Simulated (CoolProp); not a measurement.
Vapour-liquid equilibrium of m-xylene (1) + n-decane (2) at 50.2 kPa; x and y are mole fractions of (1).

Computed with CoolProp (multi-fluid Helmholtz-energy mixture model, Zhou 2012 and Lemmon 2006; pair parameters Bell 2016).

Question: Give the bubble temperature and the first vapour's composition at x = 0.275, 0.425, 0.725. Is there an azeotrope?

Answer: x = 0.275: 408.3 K, y = 0.505; x = 0.425: 403.0 K, y = 0.665; x = 0.725: 394.3 K, y = 0.877. No azeotrope shows between x = 0.05 and 0.95.

Pair parameters are fitted to limited data, so mixtures are less certain than the pure fluids.
